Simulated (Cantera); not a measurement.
A closed system holds: 1 mol Al, 8.8 mol HCl, 30 mol H2, at 46.0 mbar.

Method: chemical equilibrium by Gibbs-energy minimisation in Cantera with the NASA 1993 tables (ideal gas, pure condensed phases). Candidate condensed phases: Al, AlCl3; 12 gas species. The tables' values for AlCl2 are old estimates; treat these amounts as uncertain. Kinetics and transport are ignored.

x: gas mole fraction; nothing condenses.

```tsv
T (K)	x H2	x HCl	x AlCl3	x Al2Cl6	x AlCl2	x H	x AlCl
473	0.833	0.153	0.000524	0.0130	<1e-12	<1e-12	<1e-12
573	0.830	0.153	0.00695	0.00971	<1e-12	<1e-12	<1e-12
673	0.824	0.152	0.0218	0.00217	1.90e-12	<1e-12	<1e-12
773	0.823	0.151	0.0257	0.000190	2.79e-10	3.84e-12	<1e-12
873	0.822	0.151	0.0261	2.37e-5	1.14e-8	1.98e-10	2.47e-12
973	0.822	0.151	0.0261	___	2.15e-7	___	___
1073	0.822	0.151	0.0261	___	2.31e-6	___	___
1173	0.822	0.151	0.0261	4.14e-7	1.64e-5	4.99e-7	3.95e-7
```

**Question.** Some entries are withheld; supply them.

**Answer.** 
- 973, x Al2Cl6: 4.58e-6
- 973, x H: 4.57e-9
- 973, x AlCl: 3.09e-10
- 1073, x Al2Cl6: 1.22e-6
- 1073, x H: 5.92e-8
- 1073, x AlCl: 1.55e-8
